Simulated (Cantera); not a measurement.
**Si(CH3)4 + CH4 + H2 (silicon carbide growth)**

Feed: 1 mol Si(CH3)4, 1 mol CH4, 1700 mol H2, at 0.100 bar.

Equilibrium computed with Cantera from the NASA thermochemical tables; the gas is ideal and each condensed phase is pure. Candidate condensed phases: C, C6H6, C7H8, C8H18, Si, SiC; 87 gas species. Gases not in the tables: Si2H6 and higher silanes. The numbers say what is thermodynamically allowed, not how fast it happens.

```json
[
 {"T (K)": "1248", "x H2": "0.999", "x H": "1.48e-6", "x C2H2 (acetylene)": "2.43e-7", "x CH4": "0.00111", "x Si": "<1e-12", "n C(graphite)": "2.10", "n SiC(s)": "1.00"},
 {"T (K)": "1348", "x H2": "0.999", "x H": "7.31e-6", "x C2H2 (acetylene)": "1.20e-6", "x CH4": "0.000583", "x Si": "7.08e-12", "n C(graphite)": "3.00", "n SiC(s)": "1.000"},
 {"T (K)": "1448", "x H2": "1.000", "x H": "2.91e-5", "x C2H2 (acetylene)": "4.75e-6", "x CH4": "0.000333", "x Si": "1.73e-10", "n C(graphite)": "3.41", "n SiC(s)": "1.000"},
 {"T (K)": "1548", "x H2": "1.000", "x H": "9.74e-5", "x C2H2 (acetylene)": "1.57e-5", "x CH4": "0.000205", "x Si": "2.78e-9", "n C(graphite)": "3.59", "n SiC(s)": "1.000"},
 {"T (K)": "1648", "x H2": "1.000", "x H": "0.000282", "x C2H2 (acetylene)": "4.47e-5", "x CH4": "0.000134", "x Si": "3.18e-8", "n C(graphite)": "3.62", "n SiC(s)": "1.000"},
 {"T (K)": "1748", "x H2": "0.999", "x H": "0.000722", "x C2H2 (acetylene)": "0.000113", "x CH4": "9.18e-5", "x Si": "2.74e-7", "n C(graphite)": "3.46", "n SiC(s)": "0.999"},
 {"T (K)": "1848", "x H2": "0.998", "x H": "0.00167", "x C2H2 (acetylene)": "0.000257", "x CH4": "6.56e-5", "x Si": "1.87e-6", "n C(graphite)": "3.01", "n SiC(s)": "0.994"},
 {"T (K)": "1948", "x H2": "0.996", "x H": "0.00357", "x C2H2 (acetylene)": "0.000537", "x CH4": "4.85e-5", "x Si": "1.05e-5", "n C(graphite)": "2.10", "n SiC(s)": "0.970"},
 {"T (K)": "2048", "x H2": "0.992", "x H": "0.00705", "x C2H2 (acetylene)": "0.00104", "x CH4": "3.69e-5", "x Si": "4.93e-5", "n C(graphite)": "0.472", "n SiC(s)": "0.874"},
 {"T (K)": "2148", "x H2": "0.985", "x H": "0.0131", "x C2H2 (acetylene)": "0.00130", "x CH4": "2.37e-5", "x Si": "0.000242", "n C(graphite)": "0", "n SiC(s)": "0.412"},
 {"T (K)": "2248", "x H2": "0.975", "x H": "0.0229", "x C2H2 (acetylene)": "0.00140", "x CH4": "1.49e-5", "x Si": "0.000446", "n C(graphite)": "0", "n SiC(s)": "0"},
 {"T (K)": "2348", "x H2": "0.960", "x H": "0.0383", "x C2H2 (acetylene)": "0.00140", "x CH4": "9.29e-6", "x Si": "0.000475", "n C(graphite)": "0", "n SiC(s)": "0"},
 {"T (K)": "2448", "x H2": "0.937", "x H": "0.0609", "x C2H2 (acetylene)": "0.00138", "x CH4": "5.93e-6", "x Si": "0.000490", "n C(graphite)": "0", "n SiC(s)": "0"}
]
```
x: gas mole fraction; n: condensed amount in mol.

From 1248 K to 2048 K the condensed part is C(graphite) + SiC(s). At 2148 K the condensed part is SiC(s). From 2248 K to 2448 K nothing is condensed.
